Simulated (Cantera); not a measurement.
A closed system holds: 1 mol PbO, 0.55 mol CO, 0.11 mol N2, held at 1448 K and 7600 Pa.

Equilibrium computed with Cantera from the NASA thermochemical tables; the gas is ideal and each condensed phase is pure. Candidate condensed phases: C, Pb, PbO, PbO2, Pb3O4; 27 gas species. Each liquid is taken as pure. Mutual solubility and eutectic melting of coexisting phases are not modelled. Gases not in the tables: (PbO)n polymers. Equilibrium is a limit: real reactors are often held back by kinetics, nucleation or transport.

Base state: CO2 0.623, Pb 0.192, N2 0.125, PbO 0.0584, CO 0.00130, Pb2 5.71e-5, O2 1.44e-5 (mole fractions); condensed: Pb(l) + PbO(l).

Problem. What changes in the equilibrium state with this change: pressure from 7600 Pa to 350000 Pa?

Solution. 
| species | before | after |
|---|---|---|
| CO2 | 0.623 | 0.827 |
| N2 | 0.125 | 0.166 |
| Pb | 0.192 | 0.00417 |
| PbO | 0.0584 | 0.00127 |
| O2 | 1.44e-5 | 3.12e-7 |
| Pb2 | 5.71e-5 | 1.24e-6 |
| Pb(l), mol | 0.380 | 0.546 |
| PbO(l), mol | 0.400 | 0.450 |

Problem. What changes in the equilibrium state with this change: temperature from 1448 K to 1225 K?

Solution. 
```tsv
species	before	after
CO2	0.623	0.821
N2	0.125	0.164
Pb	0.192	0.0123
PbO	0.0584	0.00148
O2	1.44e-5	4.98e-8
Pb2	5.71e-5	5.88e-7
CO	0.00130	0.000414
Pb(l), mol	0.380	0.541
PbO(l), mol	0.400	0.449
```

Problem. What changes in the equilibrium state with this change: temperature from 1448 K to 798.15 K?

Solution. 
```json
[
 {"species": "CO2", "before": "0.623", "after": "0.833"},
 {"species": "N2", "before": "0.125", "after": "0.167"},
 {"species": "CO", "before": "0.00130", "after": "1.22e-5"},
 {"species": "Pb", "before": "0.192", "after": "7.58e-7"},
 {"species": "PbO", "before": "0.0584", "after": "<1e-9"},
 {"species": "Pb2", "before": "5.71e-5", "after": "<1e-9"},
 {"species": "O2", "before": "1.44e-5", "after": "<1e-9"},
 {"species": "Pb(l), mol", "before": "0.380", "after": "0.550"},
 {"species": "PbO(l), mol", "before": "0.400", "after": "0"},
 {"species": "PbO(yellow), mol", "before": "0", "after": "0.450"}
]
```
